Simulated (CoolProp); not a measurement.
The numbers come from the reference Helmholtz-energy equation of state, Zhou 2016 in CoolProp.

**Question.** Give the vapour pressure (bar), vapour density (kg/m³), enthalpy of vaporisation (kJ/kg), surface tension (mN/m) of saturated R245ca at 23.75, 80.75 °C.

**Answer.** 
| T (°C) | p (bar) | vapour density (kg/m³) | enthalpy of vaporisation (kJ/kg) | surface tension (mN/m) |
|---|---|---|---|---|
| 23.75 | 0.955 | 5.39 | 205 | 16.5 |
| 80.75 | 5.82 | 30.6 | 169 | 9.20 |

Surface tension comes from a separate correlation (Mulero 2012).
